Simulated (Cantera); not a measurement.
A freely propagating, adiabatic, planar premixed flame of CH₄ : C₂H₆ : C₃H₈ : O₂ : N₂ = 1 : 0.37 : 0.88 : 11.7 : 43.8 (molar parts), equivalence ratio 0.66, unburnt at 498 K and 6.60 bar; mixture-averaged transport, grid criteria slope 0.08 and curve 0.16, no radiation.

Detailed kinetics in Cantera: GRI-Mech 3.0 (53 species, 325 reactions). GRI-Mech 3.0 was tuned for natural gas; its chemistry of propane as a main component is partial and can be far from experiment. Burning velocities carry a grid error of a few per cent, more on coarse grids.

x: mole fraction of selected species; z is measured from the peak of heat release.

| z (mm) | T (K) | u (m/s) | x CH₄ | x C₂H₆ | x C₃H₈ | x H₂O | x HCO | x CH₂ |
|---|---|---|---|---|---|---|---|---|
| -0.352 | 499 | 0.287 | 0.0173 | 0.00640 | 0.0152 | 0.000208 | <1e-8 | <1e-8 |
| -0.235 | 506 | 0.291 | 0.0172 | 0.00639 | 0.0152 | 0.00133 | <1e-8 | <1e-8 |
| -0.176 | 526 | 0.303 | 0.0168 | 0.00634 | 0.0152 | 0.00420 | <1e-8 | <1e-8 |
| -0.117 | 622 | 0.360 | 0.0154 | 0.00602 | 0.0147 | 0.0155 | <1e-8 | <1e-8 |
| -0.0586 | 976 | 0.573 | 0.0106 | 0.00406 | 0.0104 | 0.0491 | (withheld) | <1e-8 |
| -0.0293 | 1303 | 0.772 | 0.00616 | 0.00175 | 0.00396 | 0.0763 | (withheld) | 2.53e-7 |
| 0 | 1633 | 0.972 | 0.00149 | 8.83e-5 | 9.97e-5 | 0.100 | (withheld) | 4.94e-6 |
| 0.0293 | 1785 | 1.06 | 7.78e-5 | 9.93e-8 | 2.86e-8 | 0.108 | (withheld) | 9.71e-7 |
| 0.0586 | 1852 | 1.09 | 2.56e-6 | <1e-8 | <1e-8 | 0.110 | (withheld) | 3.98e-8 |
| 0.117 | 1912 | 1.12 | <1e-8 | <1e-8 | <1e-8 | 0.111 | <1e-8 | <1e-8 |
| 0.235 | 1944 | 1.14 | <1e-8 | <1e-8 | <1e-8 | 0.112 | <1e-8 | <1e-8 |
| 0.469 | 1956 | 1.15 | <1e-8 | <1e-8 | <1e-8 | 0.113 | <1e-8 | <1e-8 |
| 0.938 | 1958 | 1.15 | <1e-8 | <1e-8 | <1e-8 | 0.113 | <1e-8 | <1e-8 |

What belongs in the gaps?


- -0.0586, x HCO: 3.42e-8
- -0.0293, x HCO: 1.79e-6
- 0, x HCO: 8.90e-6
- 0.0293, x HCO: 9.83e-7
- 0.0586, x HCO: 3.68e-8
